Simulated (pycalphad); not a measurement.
# Effect of B content in Hf-B

Source of the numbers: pycalphad with the COST 507 light-alloy database (1999); pressure 1 atm. The database dates from 1999; later assessments differ in places, in temperatures and in the compounds included. Phase fractions are per mole of atoms.

### Question
One of these alloys has its liquidus at 2094 °C, its solidus at 1880 °C, and holds HCP_A3 0.86, BM 0.14 at 1377 °C. Which?
A. Hf-0.4726B (wt.%)
B. Hf-2.425B (wt.%)
C. Hf-4.481B (wt.%)
D. Hf-1.021B (wt.%)

### Answer
A, Hf-0.4726B (wt.%). The others: Hf-1.021B (wt.%), liquidus 1896, solidus 1880; Hf-2.425B (wt.%), liquidus 2396, solidus 1880; Hf-4.481B (wt.%), liquidus 2951, solidus 1880

Database names, with the compositions (at.%) that they take in these runs: BM: Hf 50 B 50. HCP_A3 is hcp.
